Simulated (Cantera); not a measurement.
Input: 1 mol PbO, 0.17 mol CO, 0.17 mol N2, at 0.000560 bar.

Method: chemical equilibrium by Gibbs-energy minimisation in Cantera with the NASA 1993 tables (ideal gas, pure condensed phases). Candidate condensed phases: C, Pb, PbO, PbO2, Pb3O4; 27 gas species. Equilibrium is a limit: real reactors are often held back by kinetics, nucleation or transport. All values below are at 925 K.

Base state: N2 0.498, CO2 0.498, Pb 0.00477, PbO 3.64e-5, CO 2.72e-5 (mole fractions); condensed: Pb(l) + PbO(yellow).

**Question.** What changes in the equilibrium state with this change: 0.55 mol H2 added?

**Answer.** 
| species | before | after |
|---|---|---|
| H2O | 0 | 0.615 |
| N2 | 0.498 | 0.190 |
| CO2 | 0.498 | 0.190 |
| Pb | 0.00477 | 0.00477 |
| H2 | 0 | 6.80e-5 |
| CO | 2.72e-5 | 1.04e-5 |
| PbO | 3.64e-5 | 3.64e-5 |
| Pb(l), mol | 0.168 | 0.716 |
| PbO(yellow), mol | 0.830 | 0.280 |
Further candidate phases: C6H6, C7H8, C8H18, H2O.

**Question.** What changes in the equilibrium state with this change: pressure from 0.000560 bar to 2.40 bar?

**Answer.** 
```csv
species,before,after
N2,0.498,0.500
CO2,0.498,0.500
CO,2.72e-5,2.74e-5
Pb,0.00477,1.11e-6
PbO,3.64e-5,8.50e-9
"Pb(l), mol",0.168,0.170
"PbO(yellow), mol",0.830,0.830
```
